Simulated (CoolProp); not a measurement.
Model: reference Helmholtz-energy equation of state, Span 2000, in CoolProp.

**Question.** Give the vapour pressure (MPa), vapour Z, vapour viscosity (µPa s), liquid conductivity (mW/(m K)) of saturated nitrogen at 102.6, 117.5 K.

**Answer.** 
```csv
T (K),p (MPa),vapour Z,vapour viscosity (µPa s),liquid conductivity (mW/(m K))
102.6,0.928,0.797,7.71,95.0
117.5,2.21,0.610,9.96,65.8
```

Viscosity comes from a separate model (Lemmon 2004). Thermal conductivity comes from a separate model (Lemmon 2004).
